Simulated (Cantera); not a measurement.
Input (Python, Cantera):

```python
import numpy as np
import cantera as ct

gas = ct.Solution("gri30.yaml")
gas.TPX = 1148, 37000, {'N2O': 1, 'H2O': 0.0087}
reactor = ct.IdealGasConstPressureReactor(gas, energy="off", clone=False)
net = ct.ReactorNet([reactor])
net.rtol, net.atol = 1e-08, 1e-18
show = ['N2O', 'H2O', 'NO', 'O2', 'H', 'H2']
times = np.geomspace(5e-05, 7, 11)

steps = ct.SolutionArray(gas, extra=["t"])
rows = []
print(f"{'t/s':>10s}{'T/K':>9s}{'P/Pa':>11s}" + "".join(f"{s:>11s}" for s in show))
for t in times:
    while net.time < t:
        t_next = net.step()
        steps.append(gas.state, t=t_next)
    rows.append([np.interp(t, steps.t, y) for y in (steps.T, steps.P, *steps(*show).X.T)])
    print(f"{t:10.3e}{rows[-1][0]:9.1f}{rows[-1][1]:11.4g}" + "".join(f"{x:11.3e}" for x in rows[-1][2:]))
rate = np.gradient(steps.T, steps.t)
print("integrator steps:", len(steps.t))
if steps.T.max() > steps.T[0] + 200:
    print(f"time of steepest temperature rise: {steps.t[rate.argmax()]:.4e} s")
gas.TPX = 1148, 37000, {'N2O': 1, 'H2O': 0.0087}
gas.equilibrate("TP")
print(f"equilibrium (TP): T = {gas.T:.1f} K  " + "  ".join(f"{s} {gas[s].X[0]:.3e}" for s in show))
```

Output:

```
       t/s      T/K       P/Pa        N2O        H2O         NO         O2          H         H2
 5.000e-05   1148.0    3.7e+04  9.914e-01  8.625e-03  2.226e-07  1.201e-06  1.483e-12  1.256e-14
 1.635e-04   1148.0    3.7e+04  9.914e-01  8.625e-03  9.987e-07  5.387e-06  7.554e-12  4.574e-13
 5.348e-04   1148.0    3.7e+04  9.913e-01  8.625e-03  3.569e-06  1.925e-05  2.569e-11  1.208e-11
 1.749e-03   1148.0    3.7e+04  9.912e-01  8.624e-03  1.195e-05  6.461e-05  7.359e-11  2.165e-10
 5.720e-03   1148.0    3.7e+04  9.907e-01  8.622e-03  3.830e-05  2.133e-04  1.800e-10  1.767e-09
 1.871e-02   1148.0    3.7e+04  9.891e-01  8.616e-03  1.146e-04  7.015e-04  2.754e-10  6.682e-09
 6.119e-02   1148.0    3.7e+04  9.838e-01  8.601e-03  3.461e-04  2.293e-03  3.111e-10  1.021e-08
 2.001e-01   1148.0    3.7e+04  9.670e-01  8.553e-03  1.125e-03  7.427e-03  3.208e-10  5.816e-09
 6.544e-01   1148.0    3.7e+04  9.150e-01  8.403e-03  3.718e-03  2.344e-02  3.324e-10  3.794e-09
 2.140e+00   1148.0    3.7e+04  7.700e-01  7.985e-03  1.100e-02  6.825e-02  3.461e-10  3.271e-09
 7.000e+00   1148.0    3.7e+04  4.670e-01  7.112e-03  2.570e-02  1.622e-01  3.389e-10  2.996e-09
integrator steps: 1244
equilibrium (TP): T = 1148.0 K  N2O 6.049e-09  H2O 5.766e-03  NO 1.496e-04  O2 3.313e-01  H 9.781e-13  H2 6.806e-11
```

Model: GRI-Mech 3.0 (53 species, 325 reactions), integrated in Cantera. GRI-Mech 3.0 was tuned for natural gas; its chemistry of N2O as a main component is partial and can be far from experiment. The mechanism lacks the step 2 NO + O2 → 2 NO2, which can matter for NO2 below about 1400 K. The temperature is held fixed by assumption; the heat of reaction is taken as removed at once.
